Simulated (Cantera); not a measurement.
An isothermal, constant-pressure homogeneous reactor starts with NH₃ : N₂ = 1 : 4.7 (molar parts), at 2073 K and 0.200 bar.

Model: the gas-phase N/H chemistry of the illustrative SiF4/NH3 mechanism in the Surface Chemkin manual (1991), integrated in Cantera. Walls and surfaces, which speed up NH3 decomposition in real reactors, are not modelled.

x: mole fraction; the columns are a selection and need not sum to one.

```tsv
t (s)	x NH₃	x H₂	x NH	x NH₂	x H
0.000400	0.175	0.000424	(withheld)	0.000566	1.91e-6
0.000825	0.174	0.00132	(withheld)	0.000829	4.33e-6
0.00170	0.172	0.00377	(withheld)	0.000868	8.82e-6
0.00350	0.168	0.00890	(withheld)	0.000802	1.66e-5
0.00722	0.160	0.0190	(withheld)	0.000714	3.07e-5
0.0149	0.145	0.0382	1.48e-5	0.000613	5.62e-5
0.0307	0.119	0.0716	1.53e-5	0.000500	0.000103
0.0632	0.0805	0.121	1.42e-5	0.000366	0.000186
0.130	0.0380	0.175	(withheld)	0.000213	0.000330
0.269	0.00901	0.212	(withheld)	7.84e-5	0.000619
0.554	0.000388	0.222	(withheld)	8.89e-6	0.00171
1.14	1.34e-5	0.222	(withheld)	5.00e-7	0.00277
2.35	3.60e-6	0.222	(withheld)	1.35e-7	0.00279
4.85	1.45e-6	0.222	(withheld)	5.43e-8	0.00279
10.0	6.92e-7	0.222	(withheld)	2.59e-8	0.00279
```

Complete the blanks.


- 0.000400, x NH: 4.37e-6
- 0.000825, x NH: 7.75e-6
- 0.00170, x NH: 9.72e-6
- 0.00350, x NH: 1.13e-5
- 0.00722, x NH: 1.32e-5
- 0.130, x NH: 1.11e-5
- 0.269, x NH: 6.66e-6
- 0.554, x NH: 2.04e-6
- 1.14, x NH: 1.87e-7
- 2.35, x NH: 5.06e-8
- 4.85, x NH: 2.04e-8
- 10.0, x NH: 9.73e-9
